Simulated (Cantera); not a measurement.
An isothermal, constant-pressure homogeneous reactor starts with H₂ : O₂ : N₂ = 0.37 : 0.2 : 0.54 (molar parts), equivalence ratio 0.92, at 1375 K and 3.23 Torr.

Model: GRI-Mech 3.0 (53 species, 325 reactions), integrated in Cantera. Radical loss at walls, strong at low pressure, is not modelled. The temperature is held fixed by assumption; the heat of reaction is taken as removed at once.

x: mole fraction; the columns are a selection and need not sum to one.

| t (s) | x H₂ | x O₂ | x NO₂ | x NO | x H | x OH | x O |
|---|---|---|---|---|---|---|---|
| 1.00e-6 | 0.333 | 0.180 | <1e-12 | <1e-12 | 3.18e-10 | <1e-12 | <1e-12 |
| 4.84e-6 | 0.333 | 0.180 | <1e-12 | <1e-12 | 1.53e-9 | 9.84e-12 | 1.00e-11 |
| 2.34e-5 | 0.333 | 0.180 | <1e-12 | <1e-12 | 7.31e-9 | 1.95e-10 | 2.12e-10 |
| 0.000113 | 0.333 | 0.180 | <1e-12 | <1e-12 | 3.76e-8 | 2.76e-9 | 3.52e-9 |
| 0.000547 | 0.333 | 0.180 | <1e-12 | <1e-12 | 4.72e-7 | 4.90e-8 | 6.79e-8 |
| 0.00265 | 0.330 | 0.179 | <1e-12 | <1e-12 | 0.00200 | 0.000213 | 0.000298 |
| 0.0128 | 0.0510 | 0.0601 | <1e-12 | ? | 0.160 | 0.0112 | 0.0323 |
| 0.0619 | 0.0506 | 0.0584 | 2.40e-12 | ? | 0.147 | 0.0110 | 0.0293 |
| 0.299 | 0.0465 | 0.0503 | 9.75e-12 | ? | 0.0983 | 0.00975 | 0.0190 |
| 1.45 | 0.0258 | 0.0306 | 2.54e-11 | ? | 0.0235 | 0.00567 | 0.00476 |
| 7.00 | 0.00528 | 0.0184 | 9.18e-11 | ? | 0.00149 | 0.00198 | 0.000516 |

### Question
Complete the blanks.

### Answer

- 0.0128, x NO: 6.44e-7
- 0.0619, x NO: 4.00e-6
- 0.299, x NO: 1.46e-5
- 1.45, x NO: 2.62e-5
- 7.00, x NO: 2.85e-5
